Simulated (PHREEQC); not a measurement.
Dissolve 0.015 mol/kgw MgSO4, 0.19 mol/kgw NaHCO3 and 0.0059 mol/kgw Na2SO4 at 45 °C. Closed to the air; pH follows from the charge balance.

Equilibrium calculation in PHREEQC: ion-association model, phreeqc.dat.

Problem. The ionic strength comes out as 0.226 mol/kgw. What activity coefficients do OH-, MgOH+, Na+, CO3-2, SO4-2 get?

Solution. OH- 0.69, MgOH+ 0.75, Na+ 0.73, CO3-2 0.29, SO4-2 0.27.

This is a speciation only: nothing precipitates in the calculation. Constants without temperature data keep their 25 °C values here.
